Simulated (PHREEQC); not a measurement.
**Copper plating or etch bath (model solution)**

Dissolve 0.063 mol CuCl2, 0.0049 mol HNO3 and 0.086 mol H3BO3 per kg of water at 21 °C. Closed to the air; pH follows from the charge balance.

Equilibrium calculation in PHREEQC: ion-association model, wateq4f.dat.

Precipitation was switched off in this run.

Problem. What pH does the model give?

Solution. pH 2.41.

Problem. In which forms is Cl present?

Solution. Cl- 96 %, CuCl+ 4.1 % of the Cl.

Species that the database lacks are ignored.
